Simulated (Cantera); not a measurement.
Cantera run, input and output.

```python
import numpy as np
import cantera as ct

gas = ct.Solution("gri30.yaml", transport_model="multicomponent")
show = ['H2O', 'OH', 'CH3']

rows = []
print(f"{'T/K':>7s}{'rho':>11s}{'cp':>10s}{'mu':>11s}{'lambda':>11s}{'Pr':>7s}" + "".join(f"{'D_' + s:>11s}" for s in show))
for T in [400, 550, 700, 850, 1000, 1150, 1300, 1450]:
    gas.TPX = T, 1333, {'C2H6': 0.61, 'NH3': 0.27, 'N2': 0.59}
    Pr = gas.cp_mass * gas.viscosity / gas.thermal_conductivity
    D = [gas.mix_diff_coeffs_mole[gas.species_index(s)] for s in show]
    rows.append([gas.density, gas.cp_mass, gas.viscosity, gas.thermal_conductivity, Pr, *D])
    print(f"{T:7g}{gas.density:11.4e}{gas.cp_mass:10.1f}{gas.viscosity:11.4e}"
          f"{gas.thermal_conductivity:11.4e}{Pr:7.3f}" + "".join(f"{d:11.4e}" for d in D))
print("SI units: kg/m3, J/kg/K, Pa s, W/m/K, m2/s")
```

It prints:

```
    T/K        rho        cp         mu     lambda     Pr      D_H2O       D_OH      D_CH3
    400 1.0762e-02    1709.5 1.5930e-05 3.6133e-02  0.754 2.4479e-03 3.4848e-03 2.4730e-03
    550 7.8266e-03    2038.9 2.0698e-05 5.5311e-02  0.763 4.5401e-03 6.0708e-03 4.3692e-03
    700 6.1495e-03    2327.4 2.4962e-05 7.5583e-02  0.769 7.1493e-03 9.1737e-03 6.6559e-03
    850 5.0643e-03    2561.7 2.8854e-05 9.5800e-02  0.772 1.0218e-02 1.2747e-02 9.2951e-03
   1000 4.3047e-03    2772.5 3.2460e-05 1.1634e-01  0.774 1.3705e-02 1.6757e-02 1.2260e-02
   1150 3.7432e-03    2939.0 3.5840e-05 1.3596e-01  0.775 1.7577e-02 2.1179e-02 1.5531e-02
   1300 3.3113e-03    3078.8 3.9035e-05 1.5501e-01  0.775 2.1811e-02 2.5992e-02 1.9092e-02
   1450 2.9687e-03    3195.7 4.2077e-05 1.7337e-01  0.776 2.6387e-02 3.1180e-02 2.2930e-02
SI units: kg/m3, J/kg/K, Pa s, W/m/K, m2/s
```

Computed with Cantera and GRI-Mech 3.0 (53 species, 325 reactions). Polar gases are described roughly by these parameters. The composition is frozen, though it would react at the higher temperatures.
